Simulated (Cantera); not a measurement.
A perfectly stirred reactor is fed with 3.70 % CH₄, 96.3 % H₂, at 21.0 Torr; it is held at 1600 K, and followed from long to short residence time.

Model: GRI-Mech 3.0 (53 species, 325 reactions), integrated in Cantera. GRI-Mech 3.0 stops at C3 and has no aromatics, soot or wall deposition, so with more carbon than oxygen in the feed, carbon stays in small species such as C2H2 where larger ones or solid carbon would form. Radical loss at walls, strong at low pressure, is not modelled.

Q: Predict: x(CH₄) at τ = 19.0 s; x(H₂) at τ = 19.0 s; x(C₂H) at τ = 19.0 s; x(C₂H₆) at τ = 19.0 s; x(C₂H₄) at τ = 19.0 s; x(CH₄) at τ = 0.100 s; x(H₂) at τ = 0.100 s; x(C₂H₆) at τ = 0.100 s; x(C₂H₄) at τ = 0.100 s.

A: 
| Item | Value |
|---|---|
| x(CH₄) at τ = 19.0 s | 0.0120 |
| x(H₂) at τ = 19.0 s | 0.976 |
| x(C₂H) at τ = 19.0 s | 1.24e-8 |
| x(C₂H₆) at τ = 19.0 s | 3.42e-7 |
| x(C₂H₄) at τ = 19.0 s | 4.35e-5 |
| x(CH₄) at τ = 0.100 s | 0.0363 |
| x(H₂) at τ = 0.100 s | 0.963 |
| x(C₂H₆) at τ = 0.100 s | 1.84e-6 |
| x(C₂H₄) at τ = 0.100 s | 3.86e-5 |
